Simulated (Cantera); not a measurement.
Equilibrium for halide evaporation, hydrolysis and transport: MgCl2 + O2 + H2 + H2O

Feed: 1 mol MgCl2, 2.6 mol O2, 67 mol H2, 0.007 mol H2O, at 0.140 bar.

These are equilibrium values from Cantera (NASA tables, ideal gas, pure condensed phases), not measurements of a reactor. Candidate condensed phases: H2O, Mg, MgCl2, MgO, Mg(OH)2; 22 gas species. The tables' values for MgH are old estimates; treat these amounts as uncertain. Rates play no part.

From 1498 K to 2048 K the condensed part is MgO(s). The main Mg-bearing gas is MgCl2 at 1498 K and Mg at 2048 K. The share of Mg in condensed phases is highest at 1498 K (99.5 %) and lowest at 2048 K (71.1 %).

| T (K) | x H2 | x H2O | x HCl | x H | x Mg | x MgCl2 | n MgO(s) |
|---|---|---|---|---|---|---|---|
| 1498 | 0.909 | 0.0619 | 0.0293 | 4.38e-5 | 9.99e-8 | 7.66e-5 | 0.995 |
| 1548 | 0.909 | 0.0620 | 0.0292 | 7.84e-5 | 3.50e-7 | 0.000109 | 0.993 |
| 1598 | 0.909 | 0.0620 | 0.0291 | 0.000136 | 1.13e-6 | 0.000152 | 0.990 |
| 1648 | 0.909 | 0.0621 | 0.0290 | 0.000227 | 3.40e-6 | 0.000206 | 0.986 |
| 1698 | 0.908 | 0.0621 | 0.0288 | 0.000368 | 9.54e-6 | 0.000273 | 0.981 |
| 1748 | 0.908 | 0.0622 | 0.0287 | 0.000582 | 2.52e-5 | 0.000355 | 0.974 |
| 1798 | 0.908 | 0.0623 | 0.0285 | 0.000897 | 6.29e-5 | 0.000453 | 0.964 |
| 1848 | 0.907 | 0.0625 | 0.0282 | 0.00135 | 0.000149 | 0.000566 | 0.950 |
| 1898 | 0.906 | 0.0628 | 0.0279 | 0.00199 | 0.000336 | 0.000695 | 0.928 |
| 1948 | 0.905 | 0.0633 | 0.0276 | 0.00287 | 0.000723 | 0.000836 | 0.890 |
| 1998 | 0.902 | 0.0642 | 0.0272 | 0.00407 | 0.00148 | 0.000984 | 0.824 |
| 2048 | 0.898 | 0.0656 | 0.0267 | 0.00567 | 0.00290 | 0.00113 | 0.711 |
x: gas mole fraction; n: condensed amount in mol.
